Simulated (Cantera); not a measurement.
A closed system holds: 1 mol (CH3)2SiCl2, 0.13 mol C2H2, 30 mol H2, held at 3.80 mbar.

These are equilibrium values from Cantera (NASA tables, ideal gas, pure condensed phases), not measurements of a reactor. Candidate condensed phases: C, C6H6, C7H8, C8H18, Si, SiC; 109 gas species. The feed counts by its element totals alone. Rates play no part. All values below are at 975 °C.

Base state: H2 0.941, HCl 0.0586, CH4 3.75e-5, SiCl2 2.04e-5 (mole fractions); condensed: C(graphite) + SiC(s).

Question: What changes in the equilibrium state with this change: pressure from 3.80 mbar to 0.150 bar?

Answer: 
```tsv
species	before	after
H2	0.941	0.940
HCl	0.0586	0.0585
CH4	3.75e-5	0.00148
SiCl4	6.43e-7	2.53e-5
SiHCl3	3.64e-7	1.43e-5
SiCl2	2.04e-5	2.04e-5
C(graphite), mol	1.26	1.21
SiC(s), mol	0.999	0.998
```
